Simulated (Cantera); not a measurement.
A perfectly stirred reactor is fed with CH4 : C2H6 : C3H8 : O2 : N2 : H2O = 1 : 0.83 : 0.56 : 7.78 : 29.3 : 9 (molar parts), at 9.87 atm; it is adiabatic with a 475 K inlet, and is followed from long to short residence time, starting on the burning branch (τ in s: 0.44, 0.15, 0.054, 0.019, 0.0066, 0.0023, 0.00081, 0.00029, 0.0001, 3.5e-05).

Model: GRI-Mech 3.0 (53 species, 325 reactions), integrated in Cantera. GRI-Mech 3.0 was tuned for natural gas; its chemistry of propane as a main component is partial and can be far from experiment.

x: mole fraction; the columns are a selection and need not sum to one.

```json
[
 {"τ (s)": "0.44", "T (K)": "2077", "x CH4": "4.33e-7", "x C2H6": "1.03e-8", "x C3H8": "6.04e-9", "x H2": "0.00113", "x CO2": "0.0861"},
 {"τ (s)": "0.15", "T (K)": "2076", "x CH4": "?", "x C2H6": "?", "x C3H8": "?", "x H2": "0.00122", "x CO2": "0.0860"},
 {"τ (s)": "0.054", "T (K)": "2073", "x CH4": "2.68e-6", "x C2H6": "7.93e-8", "x C3H8": "4.72e-8", "x H2": "0.00142", "x CO2": "0.0857"},
 {"τ (s)": "0.019", "T (K)": "2066", "x CH4": "5.70e-6", "x C2H6": "2.13e-7", "x C3H8": "1.28e-7", "x H2": "0.00182", "x CO2": "0.0850"},
 {"τ (s)": "0.0066", "T (K)": "2054", "x CH4": "?", "x C2H6": "?", "x C3H8": "?", "x H2": "?", "x CO2": "0.0840"},
 {"τ (s)": "0.0023", "T (K)": "2036", "x CH4": "2.18e-5", "x C2H6": "1.45e-6", "x C3H8": "8.92e-7", "x H2": "0.00341", "x CO2": "0.0823"},
 {"τ (s)": "0.00081", "T (K)": "2010", "x CH4": "4.41e-5", "x C2H6": "3.69e-6", "x C3H8": "2.26e-6", "x H2": "0.00468", "x CO2": "0.0799"},
 {"τ (s)": "0.00029", "T (K)": "1970", "x CH4": "9.94e-5", "x C2H6": "9.60e-6", "x C3H8": "5.78e-6", "x H2": "0.00627", "x CO2": "0.0760"},
 {"τ (s)": "0.00010", "T (K)": "1891", "x CH4": "0.000341", "x C2H6": "3.38e-5", "x C3H8": "1.94e-5", "x H2": "0.00832", "x CO2": "0.0673"},
 {"τ (s)": "3.5e-5", "T (K)": "475", "x CH4": "0.0206", "x C2H6": "0.0171", "x C3H8": "0.0116", "x H2": "<1e-12", "x CO2": "<1e-12"}
]
```

Problem. What belongs in the gaps?

Solution. 
- 0.15, x CH4: 1.15e-6
- 0.15, x C2H6: 2.95e-8
- 0.15, x C3H8: 1.74e-8
- 0.0066, x CH4: 1.13e-5
- 0.0066, x C2H6: 5.62e-7
- 0.0066, x C3H8: 3.43e-7
- 0.0066, x H2: 0.00247
